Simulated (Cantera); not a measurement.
Charge: 1 mol SiHCl3, 0.49 mol NH3, 19 mol N2, held at 94.0 mbar.

These are equilibrium values from Cantera (NASA tables, ideal gas, pure condensed phases), not measurements of a reactor. Candidate condensed phases: NH4Cl, Si, Si3N4; 28 gas species. The tables' values for SiCl3, SiCl are old estimates; treat these amounts as uncertain. The numbers say what is thermodynamically allowed, not how fast it happens.

x: gas mole fraction; n: condensed amount in mol.

```
T (°C)   x N2   x HCl  x SiCl2    x H2   x SiCl4  n Si3N4(s)
------  -----  ------  -------  ------  --------  ----------
1127    0.884  0.0851  0.00234  0.0154    0.0109       0.221
1177    0.883  0.0841  0.00483  0.0158   0.00901       0.209
1227    0.881  0.0820  0.00895  0.0166   0.00670         ___
1277    0.880  0.0783   0.0146  0.0182   0.00430         ___
1327    0.878  0.0731   0.0212  0.0205   0.00237         ___
1377    0.877  0.0666   0.0276  0.0235   0.00116         ___
1427    0.877  0.0594   0.0334  0.0269  0.000526         ___
1477    0.876  0.0522   0.0385  0.0303  0.000232         ___
```

Question: Some entries are withheld; supply them.

Answer: 
- 1227, n Si3N4(s): 0.190
- 1277, n Si3N4(s): 0.163
- 1327, n Si3N4(s): 0.131
- 1377, n Si3N4(s): 0.0971
- 1427, n Si3N4(s): 0.0645
- 1477, n Si3N4(s): 0.0342
